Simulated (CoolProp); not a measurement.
Vapour-liquid equilibrium of benzene (1) + n-dodecane (2) at 514 kPa; x and y are mole fractions of (1).

The numbers come from the multi-fluid Helmholtz-energy mixture model, Thol 2012 and Lemmon 2004; pair parameters Bell 2016 in CoolProp.

```json
[
 {"x": "0.05", "bubble temperature (°C)": "285.1", "y at the bubble point": "0.202", "dew temperature at overall composition x (°C)": "295.1", "liquid density (mol/L)": "3.153"},
 {"x": "0.125", "bubble temperature (°C)": "263.9", "y at the bubble point": "0.474", "dew temperature at overall composition x (°C)": "290.3", "liquid density (mol/L)": "3.463"},
 {"x": "0.2", "bubble temperature (°C)": "242.7", "y at the bubble point": "0.674", "dew temperature at overall composition x (°C)": "285.2", "liquid density (mol/L)": "3.792"},
 {"x": "0.275", "bubble temperature (°C)": "223.8", "y at the bubble point": "0.800", "dew temperature at overall composition x (°C)": "279.9", "liquid density (mol/L)": "4.131"},
 {"x": "0.35", "bubble temperature (°C)": "207.8", "y at the bubble point": "0.875", "dew temperature at overall composition x (°C)": "274.2", "liquid density (mol/L)": "4.481"},
 {"x": "0.425", "bubble temperature (°C)": "194.7", "y at the bubble point": "0.920", "dew temperature at overall composition x (°C)": "268.2", "liquid density (mol/L)": "4.847"},
 {"x": "0.5", "bubble temperature (°C)": "184.1", "y at the bubble point": "0.947", "dew temperature at overall composition x (°C)": "261.5", "liquid density (mol/L)": "5.236"},
 {"x": "0.575", "bubble temperature (°C)": "175.3", "y at the bubble point": "0.964", "dew temperature at overall composition x (°C)": "254.1", "liquid density (mol/L)": "5.660"},
 {"x": "0.65", "bubble temperature (°C)": "167.9", "y at the bubble point": "0.976", "dew temperature at overall composition x (°C)": "245.7", "liquid density (mol/L)": "6.128"},
 {"x": "0.725", "bubble temperature (°C)": "161.6", "y at the bubble point": "0.984", "dew temperature at overall composition x (°C)": "235.9", "liquid density (mol/L)": "6.656"},
 {"x": "0.8", "bubble temperature (°C)": "156.1", "y at the bubble point": "0.990", "dew temperature at overall composition x (°C)": "223.8", "liquid density (mol/L)": "7.261"},
 {"x": "0.875", "bubble temperature (°C)": "151.1", "y at the bubble point": "0.995", "dew temperature at overall composition x (°C)": "207.9", "liquid density (mol/L)": "7.963"},
 {"x": "0.95", "bubble temperature (°C)": "146.7", "y at the bubble point": "0.998", "dew temperature at overall composition x (°C)": "182.6", "liquid density (mol/L)": "8.794"}
]
```

No azeotrope shows between x = 0.05 and 0.95.

The pair parameters rest on a limited set of measurements; away from them the model extrapolates.
